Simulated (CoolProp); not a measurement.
A closed Brayton cycle with dry air: compressor inlet 332.15 K and 0.92 MPa, high pressure 2.38 MPa, turbine inlet 840 K, compressor efficiency 0.8, turbine efficiency 0.93, recuperator effectiveness 0.8 (on enthalpy, no pinch check). Each further row changes one setting.

Model: reference Helmholtz-energy equation of state, Lemmon 2000, in CoolProp. It is a pseudo-pure fit of the blend.

```
case                           thermal efficiency (%)  net work (kJ/kg)  compressor to turbine work  compressor exit (K)  turbine exit (K)
-----------------------------  ----------------------  ----------------  --------------------------  -------------------  ----------------
as stated                                        25.3              59.1                        0.69                460.9             666.4
turbine inlet 790 K                              22.3              47.6                        0.73                460.9             625.3
compressor inlet 342.15 K                        23.9              55.2                        0.71                474.6             666.4
high pressure 2.02 MPa                           25.5              54.8                        0.66                436.3             693.8
recuperator effectiveness 0.5                    19.8              59.1                        0.69                460.9             666.4
```
